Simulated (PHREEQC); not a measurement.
Make-up at 25 °C: 0.0065 mol/kgw MnSO4 and 0.0091 mol/kgw HCl. Closed to the air; pH follows from the charge balance.

Model: ion-association model, phreeqc.dat, run in PHREEQC.

| quantity | before | after |
|---|---|---|
| pH | 2.18 | 2.29 |
| ionic strength (mol/kgw) | 0.0274 | 0.0231 |
| SO4-2 (mol/kgw) | 0.00385 | 0.00193 |
| HSO4- (mol/kgw) | 0.00157 | 0.00323 |

Q: What was changed between the two runs?
(A) MnSO4 replaced by Na2SO4 at the same molality
(B) HCl left out
(C) temperature from 25 to 90 °C
(D) temperature from 25 to 15 °C

A: C, temperature from 25 to 90 °C

Precipitation was switched off in this run. At this temperature some constants are extrapolated from 25 °C, and those without enthalpy data are left unchanged.
